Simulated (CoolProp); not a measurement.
The fluid at 306.73 K and 0.605 MPa is compressed adiabatically to 1.35 MPa with isentropic efficiency 1. The same conditions are run with several fluids, on thermodynamics alone (safety and materials aside).

The numbers come from the reference Helmholtz-energy equation of state of each fluid (cyclopropane: Polt 1992; carbon dioxide: Span 1996; fluoroethane (R161): Wu 2012; carbonyl sulfide: Lemmon 2006; hydrogen chloride: Thol 2018) in CoolProp. The equations of Platzer and Polt are older, rougher fits.

| fluid | work (kJ/kg) | final temperature (K) | final density (kg/m³) |
|---|---|---|---|
| cyclopropane | 45.7 | 347.2 | 23.0 |
| carbon dioxide | 49.3 | 366.0 | 20.2 |
| fluoroethane (R161) | 40.2 | 346.2 | 26.2 |
| carbonyl sulfide | 34.3 | 361.6 | 29.6 |
| hydrogen chloride | 60.9 | 386.2 | 15.9 |
